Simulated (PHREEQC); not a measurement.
Solution (50 °C): 0.0043 mol/kgw CdCl2, 0.0027 mol/kgw NaHCO3, 0.13 mol/kgw Na2SO4 and 0.0017 mol/kgw HBr. Closed to the air; pH follows from the charge balance.

Computed with PHREEQC (ion-association model, phreeqc.dat).

Problem. The ionic strength comes out as 0.333 mol/kgw. What activity coefficients do Cl-, CdHCO3+, SO4-2, HSO4-, Cd+2 get?

Solution. Cl- 0.67, CdHCO3+ 0.72, SO4-2 0.23, HSO4- 0.72, Cd+2 0.27.

Precipitation was switched off in this run. The solution is supersaturated, for example in Otavite, so a real one may precipitate; this is no full list. Constants without temperature data keep their 25 °C values here.
